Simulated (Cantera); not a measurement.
Input: 1 mol B2O3, 2.9 mol H2, at 4300 Pa.

Equilibrium computed with Cantera from the NASA thermochemical tables; the gas is ideal and each condensed phase is pure. Candidate condensed phases: B, B2O3, B3O3H3, H2O; 23 gas species. The numbers say what is thermodynamically allowed, not how fast it happens. All values below are at 2175 K.

Base state: H2 0.627, B2O3 0.142, HBO2 0.0988, HBO 0.0650, BO 0.0240, H 0.0186, B2O2 0.0144, H2O 0.00925 (mole fractions); condensed: gas only.

What changes in the equilibrium state with this change: H2 from 2.9 to 33 mol?


```json
[
 {"species": "H2", "before": "0.627", "after": "0.919"},
 {"species": "H", "before": "0.0186", "after": "0.0226"},
 {"species": "HBO", "before": "0.0650", "after": "0.0216"},
 {"species": "B2O3", "before": "0.142", "after": "0.00543"},
 {"species": "HBO2", "before": "0.0988", "after": "0.0166"},
 {"species": "B2O2", "before": "0.0144", "after": "0.00109"},
 {"species": "BO", "before": "0.0240", "after": "0.00659"},
 {"species": "BO2", "before": "0.000475", "after": "6.60e-5"},
 {"species": "OH", "before": "3.69e-5", "after": "2.26e-5"},
 {"species": "H2O", "before": "0.00925", "after": "0.00685"}
]
```
